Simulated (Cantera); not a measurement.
Cantera with NASA thermochemical tables; ideal gases at 1 bar, condensed phases pure. Values are per mole of reaction as written; species without (g) are pure solids or liquids, kept so even where they would boil at 1 bar.

Between 300 and 1050 K, where is each reaction favourable under standard conditions?
- Pb + S ⇌ PbS(g)


- Pb + S ⇌ PbS(g): ΔG° is 85 kJ at 300 K and -9 kJ at 1050 K; it changes sign between 950 and 1050 K. ΔH° is 106 kJ and ΔS° 110 J/K at 1050 K.
